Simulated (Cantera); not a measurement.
Charge: 1 mol CH3Cl, 0.054 mol CH4, 3.2 mol H2, 0.44 mol F2, at 750 K and 1.33 mbar.

Method: chemical equilibrium by Gibbs-energy minimisation in Cantera with the NASA 1993 tables (ideal gas, pure condensed phases). Candidate condensed phases: C, C6H6, C7H8, C8H18; 118 gas species. Rates play no part.

Base state: H2 0.670, HCl 0.174, HF 0.153, CH4 0.00191 (mole fractions); condensed: C(graphite).

Task: What changes in the equilibrium state with this change: temperature from 750 K to 2975 K?

Result: 
| species | before | after |
|---|---|---|
| H | <1e-9 | 0.745 |
| Cl | <1e-9 | 0.0872 |
| HF | 0.153 | 0.0723 |
| H2 | 0.670 | 0.0347 |
| HCl | 0.174 | 0.00595 |
| C3 | <1e-9 | 0.0227 |
| C | <1e-9 | 0.0150 |
| F | <1e-9 | 0.00919 |
| C2 | <1e-9 | 0.00457 |
| CH4 | 0.00191 | <1e-9 |
| C2H | <1e-9 | 0.00181 |
| CF | <1e-9 | 0.000507 |
| C(graphite), mol | 1.04 | 0 |
